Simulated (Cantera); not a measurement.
Input: 1 mol Ti(NMe2)4, 11 mol H2, at 0.250 bar.

These are equilibrium values from Cantera (NASA tables, ideal gas, pure condensed phases), not measurements of a reactor. Candidate condensed phases: C, C6H6, C7H8, C8H18, Ti, TiC, TiN; 93 gas species. The feed counts by its element totals alone. TiC: taken at fixed stoichiometry. Kinetics and transport are ignored.

x: gas mole fraction; n: condensed amount in mol.

```tsv
T (°C)	x H2	x N2	x H	x HCN	x C2H2 (acetylene)	n C(graphite)	n TiC(s)
1575	0.918	0.0789	0.00102	0.00207	0.000236	6.93	1.00
1600	0.917	0.0787	0.00124	0.00232	0.000286	6.92	1.00
1625	0.917	0.0786	0.00150	0.00259	0.000345	6.91	1.00
1650	0.916	0.0784	0.00180	0.00288	0.000414	6.90	1.00
1675	0.916	0.0782	0.00216	0.00320	0.000493	6.89	1.00
1700	0.915	0.0780	0.00258	0.00354	0.000586	6.87	1.00
1725	0.914	0.0778	___	___	___	6.86	1.00
1750	0.913	0.0776	___	___	___	6.84	1.00
1775	0.912	0.0773	0.00428	0.00471	0.000956	6.82	1.00
1800	0.911	0.0771	0.00502	0.00515	0.00112	6.80	1.00
1825	0.910	0.0768	0.00587	0.00563	0.00130	6.78	1.00
1850	0.909	0.0765	0.00684	0.00613	0.00150	6.76	1.000
1875	0.907	0.0761	0.00794	0.00666	0.00174	6.73	1.000
```

Q: What belongs in the gaps?

A: 
- 1725, x H: 0.00307
- 1725, x HCN: 0.00390
- 1725, x C2H2 (acetylene): 0.000693
- 1750, x H: 0.00363
- 1750, x HCN: 0.00429
- 1750, x C2H2 (acetylene): 0.000816
